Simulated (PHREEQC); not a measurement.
A solution holds 0.15 mol/kgw NH4HF2, 0.0053 mol/kgw H2SiF6 and 0.19 mol/kgw H3BO3, at 25 °C. Closed to the air; pH follows from the charge balance.

Equilibrium calculation in PHREEQC: ion-association model, phreeqc.dat.

Precipitation was switched off in this run.

Q: Estimate the pH, activity of water.

A: pH 5.00; activity of water 0.993.

Q: In which forms is Si present?

A: SiF6-2 98 %, H4SiO4 2.1 % of the Si.

Examples of supersaturated solids here: Quartz (slow to form). Others may be too. SiF6-2 is the database's only silicon fluoride. Real BF4- forms and hydrolyses slowly; the run takes it at equilibrium.
